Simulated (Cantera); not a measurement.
**Moist CO burnout**

An isothermal, constant-pressure homogeneous reactor starts with 0.906 % CO, 0.473 % O2, 0.167 % H2O, 98.5 % N2, at 1325 K and 9.87 atm.

Model: GRI-Mech 3.0 (53 species, 325 reactions), integrated in Cantera.

```
t (s)         x CO      x O2    x H2O    x CO2    x N2O     x OH       x H
--------  --------  --------  -------  -------  -------  -------  --------
0.000400   0.00906   0.00472  0.00167  2.23e-6  1.98e-9  7.61e-8   6.91e-8
0.000735   0.00898   0.00468  0.00167  8.12e-5  6.43e-8  2.25e-6   1.89e-6
0.00135    0.00800   0.00419  0.00164  0.00106  7.66e-7  8.06e-6   7.30e-6
0.00248    0.00590   0.00315  0.00163  0.00317  1.97e-6  8.73e-6   7.86e-6
0.00456    0.00349   0.00195  0.00164  0.00559  2.86e-6  8.06e-6   6.82e-6
0.00838    0.00158  0.000991  0.00165  0.00751  2.93e-6  6.68e-6   4.80e-6
0.0154    0.000577  0.000489  0.00166  0.00852  2.41e-6  4.82e-6   2.37e-6
0.0283    0.000194  0.000296  0.00167  0.00890  1.85e-6  3.25e-6   8.42e-7
0.0520     6.22e-5  0.000228  0.00168  0.00904  1.35e-6  2.26e-6   2.46e-7
0.0955     1.82e-5  0.000206  0.00168  0.00908  8.21e-7  1.58e-6   6.04e-8
0.175      5.00e-6  0.000199  0.00168  0.00909  3.46e-7  1.06e-6   1.30e-8
0.322      1.45e-6  0.000198  0.00168  0.00910  9.56e-8  6.83e-7   2.79e-9
0.592      4.83e-7  0.000197  0.00168  0.00910  2.81e-8  4.45e-7  6.78e-10
1.09       1.91e-7  0.000197  0.00168  0.00910  1.17e-8  3.06e-7  2.02e-10
2.00       9.27e-8  0.000197  0.00168  0.00910  6.18e-9  2.27e-7  7.89e-11
```
x: mole fraction; the columns are a selection and need not sum to one.

Equilibrium at this temperature and pressure: CO 5.25e-8, O2 0.000190, H2O 0.00168, CO2 0.00910, N2O 3.65e-9, OH 1.77e-7, H 3.76e-11 (gas phase only).
